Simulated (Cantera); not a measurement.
Hydrocarbon pyrolysis for carbon deposition

An isothermal, constant-pressure homogeneous reactor starts with C₂H₆ : N₂ = 1 : 1.8 (molar parts), at 1925 K and 20.0 Torr.

Model: GRI-Mech 3.0 (53 species, 325 reactions), integrated in Cantera. GRI-Mech 3.0 stops at C3 and has no aromatics, soot or wall deposition, so with more carbon than oxygen in the feed, carbon stays in small species such as C2H2 where larger ones or solid carbon would form. Radical loss at walls, strong at low pressure, is not modelled.

| t (s) | x C₂H₆ | x CH₄ | x CH₂ | x C₂H₄ | x CH₃ | x H | x HCN |
|---|---|---|---|---|---|---|---|
| 4.00e-6 | 0.331 | 0.000888 | 1.95e-5 | 0.000183 | 0.0353 | 0.000161 | 6.84e-11 |
| 2.55e-5 | 0.182 | 0.0215 | 0.000323 | 0.0330 | 0.122 | 0.00285 | 5.32e-7 |
| 0.000163 | 0.00164 | 0.0945 | 0.000201 | 0.0681 | 0.0485 | 0.00590 | 6.54e-6 |
| 0.00104 | 7.01e-5 | 0.0733 | 2.80e-5 | 0.00788 | 0.00822 | 0.00194 | 8.78e-6 |
| 0.00663 | 1.47e-5 | 0.0440 | 1.15e-5 | 0.000927 | 0.00348 | 0.00149 | 1.02e-5 |
| 0.0423 | 1.16e-6 | 0.0100 | 6.09e-6 | 9.06e-5 | 0.00107 | 0.00219 | 1.61e-5 |
| 0.270 | 7.90e-9 | 0.000602 | 1.15e-6 | 2.43e-5 | 0.000107 | 0.00368 | 4.00e-5 |
| 1.72 | 2.23e-10 | 8.90e-5 | 1.83e-7 | 2.37e-5 | 1.62e-5 | 0.00379 | 6.75e-5 |
| 11.0 | 1.68e-10 | 7.38e-5 | 1.52e-7 | 2.37e-5 | 1.35e-5 | 0.00379 | 0.000143 |
| 70.0 | 1.69e-10 | 7.41e-5 | 1.53e-7 | 2.37e-5 | 1.35e-5 | 0.00379 | 0.000604 |
x: mole fraction; the columns are a selection and need not sum to one.

Equilibrium at this temperature and pressure: C₂H₆ 1.24e-10, CH₄ 6.44e-5, CH₂ 1.33e-7, C₂H₄ 1.59e-5, CH₃ 1.17e-5, H 0.00379, HCN 0.137 (gas phase only).
